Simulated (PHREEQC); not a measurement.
Dissolve 0.00011 mol/kgw Ag2SO4, 0.022 mol/kgw NaCl and 0.004 mol/kgw Na2SO4 at 25 °C. It is in equilibrium with CO2 at log p = -3.4 (atm). Otherwise closed; pH follows from the charge balance.

Equilibrium calculation in PHREEQC: ion-association model, wateq4f.dat.

| quantity | before | after |
|---|---|---|
| pH | 5.64 | 8.70 |
| ionic strength (mol/kgw) | 0.0335 | 0.0301 |
| SO4-2 (mol/kgw) | 0.00382 | 0.000102 |
| NaSO4- (mol/kgw) | 0.000291 | 8.04e-6 |
| HCO3- (mol/kgw) | 3.10e-6 | 0.00351 |
| Ag+ (mol/kgw) | 2.38e-6 | 2.34e-6 |
| SI of Mirabilite (Na2SO4:10H2O) | -4.80 | -6.35 |
| SI of Nahcolite (NaHCO3) | -6.63 | -3.57 |

### Question
Which change was made?
A) Na2SO4 replaced by MgSO4 at the same molality
B) diluted 2-fold with water
C) diluted 10-fold with water
D) NaCl left out
E) Na2SO4 replaced by Na2B4O7 at the same molality

### Answer
E, Na2SO4 replaced by Na2B4O7 at the same molality

Precipitation was switched off in this run. Some of these states are supersaturated (in Cerargyrite, for instance).
